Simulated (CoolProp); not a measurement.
Vapour-liquid equilibrium of toluene (1) + n-octane (2) at 435 kPa; x and y are mole fractions of (1).

Values from CoolProp's multi-fluid Helmholtz-energy mixture model, Lemmon 2006 and Beckmüller 2019; pair parameters Bell 2016.

| x | bubble temperature (K) | y at the bubble point | dew temperature at overall composition x (K) | liquid density (mol/L) |
|---|---|---|---|---|
| 0.05 | 459.4 | 0.073 | 459.8 | 4.883 |
| 0.15 | 456.6 | 0.207 | 457.8 | 5.101 |
| 0.25 | 454.1 | 0.326 | 455.7 | ___ |
| 0.35 | 452.0 | 0.432 | 453.6 | ___ |
| 0.45 | 450.1 | 0.529 | ___ | ___ |
| 0.55 | 448.6 | 0.618 | ___ | 6.126 |
| 0.65 | 447.3 | 0.702 | 448.1 | ___ |
| 0.75 | ___ | ___ | 446.6 | 6.764 |
| 0.85 | 445.3 | 0.868 | 445.5 | 7.126 |
| 0.95 | 444.7 | 0.955 | 444.7 | 7.520 |

Task: Some entries are withheld; supply them.

Result: 
- 0.25, liquid density (mol/L): 5.332
- 0.35, liquid density (mol/L): 5.579
- 0.45, dew temperature at overall composition x (K): 451.6
- 0.45, liquid density (mol/L): 5.842
- 0.55, dew temperature at overall composition x (K): 449.8
- 0.65, liquid density (mol/L): 6.432
- 0.75, bubble temperature (K): 446.2
- 0.75, y at the bubble point: 0.785

No azeotrope shows between x = 0.05 and 0.95.

Pair parameters are fitted to limited data, so mixtures are less certain than the pure fluids.
